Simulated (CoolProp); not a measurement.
Vapour-liquid equilibrium of n-pentane (1) + cyclohexane (2) at 0.0444 MPa; x and y are mole fractions of (1).

The numbers come from the multi-fluid Helmholtz-energy mixture model, Thol 2019 and Zhou 2014; pair parameters Bell 2016 in CoolProp.

### Question
Give the bubble temperature and the first vapour's composition at x = 0.05, 0.125, 0.875. Is there an azeotrope?

### Answer
x = 0.05: 50.5 °C, y = 0.206; x = 0.125: 44.3 °C, y = 0.417; x = 0.875: 16.5 °C, y = 0.971. No azeotrope shows between x = 0.05 and 0.95.

The pair parameters rest on a limited set of measurements; away from them the model extrapolates.
